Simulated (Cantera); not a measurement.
## Pb + CO (metals in furnace atmospheres)

A closed system holds: 1 mol Pb, a varied amount of CO, at 0.00600 bar.

Cantera equilibrium calculation (NASA polynomials, part measured and part estimated; ideal gas, pure solids and liquids). Candidate condensed phases: C, Pb, PbO, PbO2, Pb3O4; 15 gas species. The numbers say what is thermodynamically allowed, not how fast it happens.

Map the stable condensed phases over T = 773, 848, 923, 998, 1073, 1148, 1223, 1298, 1373, 1448, 1523 K and n(CO) in mol = 0.28, 0.4, 0.56, 0.8, 1.1, 1.6, 2.3, 3.3, 4.7, 6.7, 9.6, 14.


```
T in K \ n(CO) in mol
         0.28  0.4 0.56  0.8  1.1  1.6  2.3  3.3  4.7  6.7  9.6   14
   1523     A    A    A    A    A    A    A    A    A    A    A    A
   1448     A    A    A    A    A    A    A    A    A    A    A    A
   1373     A    A    A    A    A    A    A    A    A    A    A    A
   1298     B    B    B    B    B    A    A    A    A    A    A    A
   1223     B    B    B    B    B    B    B    B    B    A    A    A
   1148     C    C    C    C    C    C    C    C    C    C    C    C
   1073     C    C    C    C    C    C    C    C    C    C    C    C
    998     C    C    C    C    C    C    C    C    C    C    C    C
    923     C    C    C    C    C    C    C    C    C    C    C    C
    848     C    C    C    C    C    C    C    C    C    C    C    C
    773     C    C    C    C    C    C    C    C    C    C    C    C
```
A: gas only; B: Pb; C: C + Pb.
